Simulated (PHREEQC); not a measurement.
PHREEQC input (ion-association model, phreeqc.dat):

```
SOLUTION 0
  temp 40
  units mmol/kgw
  pH 7 charge
  Cl 28.01
  K 28
  O(0) 1 O2(g) -0.68
SOLUTION 1-40
  temp 40
  units mmol/kgw
  pH 7 charge
  Cl 38.01
  Sr 19
  O(0) 1 O2(g) -0.68
END
EXCHANGE 1-40
  X 0.044
  -equilibrate 1
END
SELECTED_OUTPUT 1
  -reset false
  -pH true
  -pe true
  -ionic_strength true
  -water true
  -step true
  -totals Cl K Sr
  -molalities KX SrX2
  -saturation_indices Sylvite
PRINT
  -reset false
TRANSPORT
  -cells 40
  -shifts 240
  -lengths 0.0025
  -time_step 3600
  -dispersivities 0.005
  -boundary_conditions flux flux
  -correct_disp true
  -punch_cells 40
  -punch_frequency 8
END
```

Selected output (columns that matter, 14 of 31 rows; pore volumes added in front):

```
pore volumes	pH	mu	Cl	K	Sr	m_KX	m_SrX2	si_Sylvite
0	5.0729	0.05701	0.03801	0	0.019	0	0.022	-1000
0.4125	5.0729	0.056956	0.037974	8.6202e-07	0.018982	4.2232e-07	0.022	-8.6497
1.0125	5.0688	0.046879	0.032221	0.0028946	0.014658	0.0015844	0.021208	-5.1809
1.4125	5.0651	0.039284	0.029095	0.0087067	0.010189	0.0054496	0.019275	-4.7348
1.8125	5.063	0.035343	0.028224	0.013975	0.0071193	0.0098493	0.017075	-4.5355
2.4125	5.0613	0.032503	0.028025	0.01906	0.0044777	0.015479	0.014261	-4.3985
2.8125	5.0607	0.031468	0.028012	0.021092	0.0034553	0.018454	0.012773	-4.3526
3.2125	5.0602	0.030766	0.02801	0.022489	0.0027556	0.020936	0.011532	-4.3234
3.6125	5.0599	0.030266	0.02801	0.023488	0.0022561	0.023038	0.010481	-4.3035
4.2125	5.0595	0.029745	0.02801	0.02453	0.001735	0.025662	0.009169	-4.2836
4.6125	5.0594	0.029494	0.02801	0.025032	0.0014842	0.027144	0.0084279	-4.2743
5.0125	5.0592	0.029295	0.02801	0.025431	0.0012846	0.028461	0.0077694	-4.267
5.6125	5.0591	0.029062	0.02801	0.025896	0.0010522	0.030189	0.0069053	-4.2586
6.0125	5.059	0.028939	0.02801	0.026141	0.00092946	0.031207	0.0063963	-4.2543
```

Away from 25 °C the constants follow the database's enthalpies or fits; those with neither stay at their 25 °C values.
